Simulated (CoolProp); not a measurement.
Octamethylcyclotetrasiloxane (D4) at several states: density (kg/m³) from the reference equation and from simpler models built on Tc = 586.5 K, pc = 1347 kPa, ω = 0.598; each cubic takes its own stable root.

Values from CoolProp's reference Helmholtz-energy equation of state, Thol 2015.

```
T (K)  p (kPa)   phase  reference
-----  -------  ------  ---------
306        211  liquid      942.1
381.1     58.6  liquid      853.6
499.6     79.3     gas      5.892
607.5      554     gas      37.75
297.1      376  liquid      952.5
```

### Question
How far does each simpler model (van der Waals, Redlich-Kwong, Soave-Redlich-Kwong, Peng-Robinson) lie from the reference over these 5 states: mean and median of the absolute difference, and the worst?

### Answer
- van der Waals: mean 37.9 %, median 43.6 %, worst -99.3 % at 381.1 K and 58.6 kPa
- Redlich-Kwong: mean 26.6 %, median 16.4 %, worst -99.3 % at 381.1 K and 58.6 kPa
- Soave-Redlich-Kwong: mean 6.7 %, median 9.5 %, worst -11.8 % at 297.1 K and 376 kPa
- Peng-Robinson: mean 0.9 %, median 0.9 %, worst +2.0 % at 381.1 K and 58.6 kPa

At some of these states van der Waals, Redlich-Kwong gives the other phase, because its saturation line lies elsewhere.
